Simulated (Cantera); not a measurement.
Input (Python, Cantera) and output of one run.

```python
import numpy as np
import cantera as ct

gas_names = """
    Cu CuO Cu2 H HO2 H2 H2O H2O2 O OH O2 O3
""".split()
cond_names = """
    Cu(cr) Cu(L) CuO(s) CuO2H2(s) Cu2O(s) Cu2O(L) H2O(s) H2O(L)
""".split()


# ... load() reads the species with a 1 bar reference pressure and builds the phases ...
atoms = {
    'CuO': {'Cu': 1, 'O': 1},
    'H2': {'H': 2},
    'H2O': {'H': 2, 'O': 1},
}
top_T = {'CuO(s)': 1390}  # K; cautious upper limits of use, not melting points


# ... equilibrate(T, P, feed) seeds the gas with the atoms and calls Mixture.equilibrate('TP', solver="vcs", rtol=1e-11, max_steps=5000) ...
results = []
feed = {'CuO': 1, 'H2': 120, 'H2O': 1.9}  # mol
T = 1523.15  # K
P = 22000  # Pa
mix = equilibrate(T, P, feed)
results.append((T, P, feed, dict(zip(mix.species_names, mix.species_moles))))
x = sorted(zip(gas.X, gas.species_names), reverse=True)
print(f"T = {T:g} K  P = {P:g} Pa  gas = {mix.phase_moles(0):.4g} mol")
print("   x: " + "  ".join(f"{s} {v:.3e}" for v, s in x if v > 0.0001))
print("   condensed (mol): " + ("  ".join(f"{mix.phase(i).name} {mix.phase_moles(i):.4g}"
      for i in range(1, mix.n_phases) if mix.phase_moles(i) > 1e-12) or "none"))
```

It prints:

```
T = 1523.15 K  P = 22000 Pa  gas = 121.9 mol
   x: H2 9.761e-01  H2O 2.379e-02
   condensed (mol): Cu(L) 0.9933
```

These are equilibrium values from Cantera (NASA tables, ideal gas, pure condensed phases), not measurements of a reactor.
